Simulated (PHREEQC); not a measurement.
**Metal-bearing waste water: an equilibrium model**

A solution holds 0.0019 mol Al2(SO4)3, 0.053 mol ZnCl2, 0.022 mol H2SO4 and 0.52 mol Na2SO4 per kg of water, at 25 °C. Closed to the air; pH follows from the charge balance.

Equilibrium calculation in PHREEQC: ion-association model, wateq4f.dat.

Each row changes one thing in this solution. Precipitation was switched off in this run.

| case | pH | ionic strength (mol/kgw) | SO4-2 (mol/kgw) | HSO4- (mol/kgw) | ZnSO4 (mol/kgw) | Zn(SO4)2-2 (mol/kgw) | SI of Goslarite (ZnSO4:7H2O) | SI of Gibbsite (Al(OH)3) |
|---|---|---|---|---|---|---|---|---|
| as made | 2.23 | 1.20 | 0.268 | 0.0360 | 0.0198 | 0.0174 | -2.07 | -6.54 |
| Na2SO4 from 0.52 to 0.104 mol/kgw | 1.85 | 0.356 | 0.0549 | 0.0257 | 0.0189 | 0.00753 | -2.12 | -6.96 |
| ZnCl2 from 0.053 to 0.106 mol/kgw | 2.19 | 1.26 | 0.242 | 0.0352 | 0.0390 | 0.0290 | -1.78 | [?] |
| ZnCl2 from 0.053 to 0.0053 mol/kgw | 2.27 | 1.15 | [?] | 0.0367 | 0.00198 | 0.00203 | -3.07 | -6.49 |
| H2SO4 from 0.022 to 0.0044 mol/kgw | 2.93 | 1.19 | 0.274 | 0.00722 | 0.0198 | 0.0179 | -2.07 | -4.43 |
| ZnCl2 from 0.053 to 0.265 mol/kgw | 2.11 | [?] | 0.203 | 0.0333 | 0.0853 | 0.0409 | -1.44 | -6.69 |
| Al2(SO4)3 from 0.0019 to 0.00285 mol/kgw | 2.23 | 1.20 | 0.268 | 0.0360 | 0.0198 | 0.0174 | -2.07 | -6.36 |
| Na2SO4 left out | 1.55 | 0.182 | 0.00792 | 0.00891 | 0.00746 | 0.000478 | -2.53 | -7.15 |

What belongs in the gaps?


- ZnCl2 from 0.053 to 0.106 mol/kgw, SI of Gibbsite (Al(OH)3): -6.59
- ZnCl2 from 0.053 to 0.0053 mol/kgw, SO4-2 (mol/kgw): 0.297
- ZnCl2 from 0.053 to 0.265 mol/kgw, ionic strength (mol/kgw): 1.50

The ionic strength passes 0.7 mol/kgw, the rough limit of the ion-association models, in as made; ZnCl2 from 0.053 to 0.106 mol/kgw; ZnCl2 from 0.053 to 0.0053 mol/kgw; H2SO4 from 0.022 to 0.0044 mol/kgw; ZnCl2 from 0.053 to 0.265 mol/kgw; Al2(SO4)3 from 0.0019 to 0.00285 mol/kgw. Species that the database lacks are ignored.
